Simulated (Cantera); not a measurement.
A closed system holds: 1 mol FeCl3, 0.22 mol H2, 0.74 mol N2, equilibrated at 1248.15 K and 2.40 mbar.

Method: chemical equilibrium by Gibbs-energy minimisation in Cantera with the NASA 1993 tables (ideal gas, pure condensed phases). Candidate condensed phases: Fe, FeCl2, FeCl3, NH4Cl; 18 gas species. Kinetics and transport are ignored.

Base state: FeCl2 0.336, N2 0.307, HCl 0.183, FeCl3 0.0793, Cl2 0.0578, Cl 0.0376, Fe2Cl4 0.000103 (mole fractions); condensed: gas only.

### Question
What changes in the equilibrium state with this change: H2 from 0.22 to 0.6 mol?

### Answer
| species | before | after |
|---|---|---|
| HCl | 0.183 | 0.352 |
| FeCl2 | 0.336 | 0.352 |
| N2 | 0.307 | 0.261 |
| FeCl3 | 0.0793 | 3.39e-5 |
| Cl2 | 0.0578 | 9.60e-9 |
| H2 | 1.58e-9 | 0.0352 |
| Cl | 0.0376 | 1.53e-5 |
| Fe2Cl4 | 0.000103 | 0.000113 |

### Question
What changes in the equilibrium state with this change: FeCl3 replaced by NaI?

### Answer
```json
[
 {"species": "NaI", "before": "0", "after": "0.508"},
 {"species": "N2", "before": "0.307", "after": "0.377"},
 {"species": "H2", "before": "1.58e-9", "after": "0.112"},
 {"species": "FeCl2", "before": "0.336", "after": "0"},
 {"species": "HCl", "before": "0.183", "after": "0"},
 {"species": "FeCl3", "before": "0.0793", "after": "0"},
 {"species": "Cl2", "before": "0.0578", "after": "0"},
 {"species": "Cl", "before": "0.0376", "after": "0"},
 {"species": "Na", "before": "0", "after": "0.00147"},
 {"species": "I", "before": "0", "after": "0.00121"}
]
```
Gases not in the tables: NaBr and NaI dimers. Further candidate phases: I2, Na, NaI.

### Question
What changes in the equilibrium state with this change: temperature from 1248.15 K to 1798 K?

### Answer
```
species   before     after
-------  -------  --------
FeCl2      0.336     0.365
N2         0.307     0.270
Cl        0.0376     0.202
FeCl3     0.0793  0.000442
Cl2       0.0578   0.00100
HCl        0.183     0.161
H          <1e-9   3.14e-5
H2       1.58e-9   1.91e-5
```
